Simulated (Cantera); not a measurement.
Charge: 1 mol FeS, 26 mol H₂, 43 mol N₂, at 13.3 mbar.

These are equilibrium values from Cantera (NASA tables, ideal gas, pure condensed phases), not measurements of a reactor. Candidate condensed phases: Fe, FeS, FeS₂, S; 16 gas species. Metal and sulfide melt together well below either melting point, which pure phases cannot show. Mutual solubility and eutectic melting of coexisting phases are not modelled. FeS: taken at fixed stoichiometry. Gases not in the tables: S₃ to S₇. Kinetics and transport are ignored.

**Question.** Which condensed phases are stable at each of these points (T (K)): 925, 975, 1025, 1075, 1125, 1175, 1225, 1275, 1325, 1375?

**Answer.** 
```json
[
 {"T (K)": "925", "condensed phases": "Fe(α) + FeS(s)", "Fe condensed (%)": "100.0"},
 {"T (K)": "975", "condensed phases": "Fe(α) + FeS(s)", "Fe condensed (%)": "100.0"},
 {"T (K)": "1025", "condensed phases": "Fe(α) + FeS(s)", "Fe condensed (%)": "100.0"},
 {"T (K)": "1075", "condensed phases": "Fe(α) + FeS(s)", "Fe condensed (%)": "100.0"},
 {"T (K)": "1125", "condensed phases": "Fe(α) + FeS(s)", "Fe condensed (%)": "100.0"},
 {"T (K)": "1175", "condensed phases": "Fe(α) + FeS(s)", "Fe condensed (%)": "100.0"},
 {"T (K)": "1225", "condensed phases": "Fe(γ) + FeS(s)", "Fe condensed (%)": "100.0"},
 {"T (K)": "1275", "condensed phases": "Fe(γ) + FeS(s)", "Fe condensed (%)": "100.0"},
 {"T (K)": "1325", "condensed phases": "Fe(γ) + FeS(s)", "Fe condensed (%)": "100.0"},
 {"T (K)": "1375", "condensed phases": "Fe(γ) + FeS(s)", "Fe condensed (%)": "100.0"}
]
```

From 925 K to 1175 K the condensed part is Fe(α) + FeS(s). From 1225 K to 1375 K the condensed part is Fe(γ) + FeS(s).
